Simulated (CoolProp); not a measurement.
Values from CoolProp's reference Helmholtz-energy equation of state, Lemmon 2005. It is a short technical equation, of lower accuracy than the large ones.

Q: For cis-2-butene, give the phase and the speed of sound (m/s), Joule-Thomson coefficient (K/MPa) at 437.2 K and 598 kPa; 453.2 K and 598 kPa.

A: 
- 437.2 K and 598 kPa: gas; speed of sound 253, Joule-Thomson coefficient 9.23
- 453.2 K and 598 kPa: gas; speed of sound 259, Joule-Thomson coefficient 8.22
